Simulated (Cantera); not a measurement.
## Ammonia decomposition in nitride growth gas

An isothermal, constant-pressure homogeneous reactor starts with NH3 : H2 = 1 : 0.21 (molar parts), at 2000 K and 0.132 atm.

Model: the gas-phase N/H chemistry of the illustrative SiF4/NH3 mechanism in the Surface Chemkin manual (1991), integrated in Cantera. Walls and surfaces, which speed up NH3 decomposition in real reactors, are not modelled.

```csv
t (s),x NH3,x H2,x NH,x N2H4,x NH2,x N2
2.00e-5,0.826,0.174,1.53e-8,1.08e-10,4.32e-5,1.18e-10
0.000126,0.826,0.174,8.73e-7,4.50e-9,0.000271,5.57e-7
0.000795,0.823,0.175,1.28e-5,7.49e-8,0.00110,0.000369
0.00501,0.804,0.189,1.46e-5,8.32e-8,0.00116,0.00579
0.0316,0.692,0.270,1.47e-5,6.66e-8,0.00104,0.0363
0.199,0.315,0.544,1.27e-5,2.29e-8,0.000610,0.140
1.26,0.00920,0.766,4.34e-6,2.14e-10,5.91e-5,0.224
7.93,2.87e-5,0.770,7.30e-8,<1e-12,4.26e-7,0.226
50.0,3.68e-6,0.770,9.37e-9,<1e-12,5.47e-8,0.226
```
x: mole fraction; the columns are a selection and need not sum to one.

Equilibrium at this temperature and pressure: NH3 8.57e-7, H2 0.770, NH 2.18e-9, N2H4 <1e-12, NH2 1.27e-8, N2 0.226 (gas phase only).
